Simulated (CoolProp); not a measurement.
Computed with CoolProp (reference Helmholtz-energy equation of state, Lemmon 2006). It is a short technical equation, of lower accuracy than the large ones.

**Question.** Give the vapour pressure (bar), vapour density (kg/m³), enthalpy of vaporisation (kJ/kg), liquid cp (kJ/(kg K)) of saturated carbon monoxide at 88.2, 95.9, 107.4 K.

**Answer.** 
| T (K) | p (bar) | vapour density (kg/m³) | enthalpy of vaporisation (kJ/kg) | liquid cp (kJ/(kg K)) |
|---|---|---|---|---|
| 88.2 | 2.01 | 8.24 | 205 | 2.18 |
| 95.9 | 3.97 | 15.6 | 192 | 2.25 |
| 107.4 | 9.06 | 35.2 | 168 | 2.47 |
